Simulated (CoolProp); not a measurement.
Vapour-liquid equilibrium of diethyl ether (1) + n-hexane (2) at 424.5 K; x and y are mole fractions of (1).

Model: multi-fluid Helmholtz-energy mixture model, Thol 2014 and Thol 2019; pair parameters Bell 2016, in CoolProp.

```
x     bubble pressure, mixture model (bar)  bubble pressure, Raoult's law (bar)  y, mixture model  y, Raoult's law
----  ------------------------------------  -----------------------------------  ----------------  ---------------
0.05                                 8.325                                8.260             0.101            0.111
0.2                                  9.984                                9.839             0.333            0.371
0.35                                 11.53                                11.42             0.503            0.560
0.5                                  13.04                                13.00             0.640            0.702
0.65                                 14.55                                14.58             0.760            0.814
0.8                                  16.09                                16.16             0.868            0.904
0.95                                 17.71                                17.73             0.968            0.978
```

The largest gap from Raoult's law is +1.5 % in bubble pressure, at x = 0.2. No azeotrope shows between x = 0.05 and 0.95.

The pair parameters rest on a limited set of measurements; away from them the model extrapolates.
